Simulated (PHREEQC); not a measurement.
2.5 g of hydrous ferric oxide (600 m²/g; 0.2 weak and 0.005 strong sites per Fe, Dzombak-Morel constants, diffuse double layer) in 1 kg of water with 0.3 mol/kgw of an inert sodium salt and 3.3 mmol/kgw PbCl2, at 25 °C; the pH is set by adding NaOH or the inert anion's acid. O2 is buffered at 0.21 atm. CO2 from the air is kept out. Precipitation was switched off in this run.

Base run: PHREEQC, ion-association model, wateq4f.dat. Each further column changes one thing. The table gives surface charge σ (C/m²).

```tsv
pH	base	oxide from 2.5 to 12 g/kgw	0.001 mol/kgw Na2SO4 added
4	0.350	[?]	0.244
4.67	0.311	[?]	0.223
5.33	0.271	0.242	0.199
6	0.236	0.167	0.176
6.67	0.197	0.105	0.152
7.33	0.156	0.058	0.131
8	0.114	[?]	0.106
8.67	0.083	-0.017	0.081
9.33	0.064	[?]	0.064
10	0.055	[?]	0.055
10.67	0.034	-0.169	0.034
11.33	-0.016	[?]	-0.016
12	-0.112	-0.265	-0.113
```

**Question.** Some entries are withheld; supply them.

**Answer.** 
- 4, oxide from 2.5 to 12 g/kgw: 0.351
- 4.67, oxide from 2.5 to 12 g/kgw: 0.309
- 8, oxide from 2.5 to 12 g/kgw: 0.019
- 9.33, oxide from 2.5 to 12 g/kgw: -0.056
- 10, oxide from 2.5 to 12 g/kgw: -0.107
- 11.33, oxide from 2.5 to 12 g/kgw: -0.228

In at least one series the solution becomes supersaturated in solids that the run did not let form, among them Litharge.
